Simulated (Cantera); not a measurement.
Input: 1 mol SiH4, 10 mol NO, equilibrated at 10.0 mbar.

Equilibrium computed with Cantera from the NASA thermochemical tables; the gas is ideal and each condensed phase is pure. Candidate condensed phases: H2O, Si, SiO2, Si2N2O, Si3N4; 35 gas species. The tables hold silica as quartz up to 1696 K and as liquid above; real silica turns to tridymite and cristobalite and melts near 1996 K. Kinetics and transport are ignored.

Task: Which condensed phases are stable at each of these points (T (K)): 1400, 1450, 1500, 1550, 1600, 1650, 1700, 1750, 1800, 1850, 1900, 1950?

Result: 
| T (K) | condensed phases | Si condensed (%) |
|---|---|---|
| 1400 | SiO2(β-quartz) | 100.0 |
| 1450 | SiO2(β-quartz) | 100.0 |
| 1500 | SiO2(β-quartz) | 100.0 |
| 1550 | SiO2(β-quartz) | 100.0 |
| 1600 | SiO2(β-quartz) | 100.0 |
| 1650 | SiO2(β-quartz) | 100.0 |
| 1700 | SiO2(condensed) | 100.0 |
| 1750 | SiO2(condensed) | 100.0 |
| 1800 | SiO2(condensed) | 100.0 |
| 1850 | SiO2(condensed) | 100.0 |
| 1900 | SiO2(condensed) | 100.0 |
| 1950 | SiO2(condensed) | 100.0 |

From 1400 K to 1650 K the condensed part is SiO2(β-quartz). From 1700 K to 1950 K the condensed part is SiO2(condensed).
